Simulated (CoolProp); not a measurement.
Vapour-liquid equilibrium of R152A (1) + n-butane (2) at 4.68 bar; x and y are mole fractions of (1).

Computed with CoolProp (multi-fluid Helmholtz-energy mixture model, Outcalt 1996 and Bücker 2006; pair parameters Bell 2016).

| x | bubble temperature, mixture model (°C) | bubble temperature, Raoult's law (°C) | y, mixture model | y, Raoult's law |
|---|---|---|---|---|
| 0.05 | 38.4 | 45.3 | 0.240 | 0.112 |
| 0.15 | 27.7 | 40.8 | 0.475 | 0.298 |
| 0.25 | … | 36.8 | … | 0.446 |
| 0.35 | … | 33.3 | … | 0.566 |
| 0.45 | 18.1 | 30.1 | … | 0.666 |
| 0.55 | 17.0 | 27.3 | … | 0.749 |
| 0.65 | 16.3 | 24.7 | … | 0.820 |
| 0.75 | 15.8 | 22.3 | 0.782 | 0.881 |
| 0.85 | … | 20.1 | 0.841 | 0.933 |
| 0.95 | 16.3 | 18.0 | 0.933 | 0.979 |

Q: Complete the blanks.

A: 
- 0.25, bubble temperature, mixture model (°C): 22.5
- 0.25, y, mixture model: 0.578
- 0.35, bubble temperature, mixture model (°C): 19.7
- 0.35, y, mixture model: 0.635
- 0.45, y, mixture model: 0.673
- 0.55, y, mixture model: 0.706
- 0.65, y, mixture model: 0.740
- 0.85, bubble temperature, mixture model (°C): 15.7

The largest gap from Raoult's law is -14.3 K in bubble temperature, at x = 0.25. y crosses x between x = 0.75 and 0.85: the model has an azeotrope there.

The pair parameters rest on a limited set of measurements; away from them the model extrapolates. With so large a gap from Raoult's law the liquid may split in two, which this calculation doesn't test in full.
